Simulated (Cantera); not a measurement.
An isothermal, constant-pressure homogeneous reactor starts with NO : N2 = 1 : 0.12 (molar parts), at 1825 K and 0.280 bar. Integrator tolerance rtol = 1e-08.

Model: GRI-Mech 3.0 (53 species, 325 reactions), integrated in Cantera.

| quantity | before | after |
|---|---|---|
| x(NO) at 70.0 s | 0.0203 (gas-phase equilibrium 0.00551) | 0.0586 (gas-phase equilibrium 0.00551) |
| x(O2) at 70.0 s | 0.436 (gas-phase equilibrium 0.444) | 0.417 (gas-phase equilibrium 0.443) |
| x(N2) at 70.0 s | 0.543 (gas-phase equilibrium 0.551) | 0.524 (gas-phase equilibrium 0.551) |
| x(N2O) at 70.0 s | 2.69e-7 (gas-phase equilibrium 1.40e-7) | 1.12e-6 (gas-phase equilibrium 8.35e-8) |
| x(NO2) at 70.0 s | 3.68e-5 (gas-phase equilibrium 1.01e-5) | 6.20e-5 (gas-phase equilibrium 6.03e-6) |
| x(O) at 70.0 s | 0.000193 (gas-phase equilibrium 0.000195) | 0.000316 (gas-phase equilibrium 0.000326) |

**Question.** What was changed between the two runs?
A) temperature 1825 to 1975 K
B) temperature 1825 to 2150 K
C) temperature 1825 to 1773 K
D) pressure from 0.280 bar to 0.100 bar

**Answer.** D, pressure from 0.280 bar to 0.100 bar
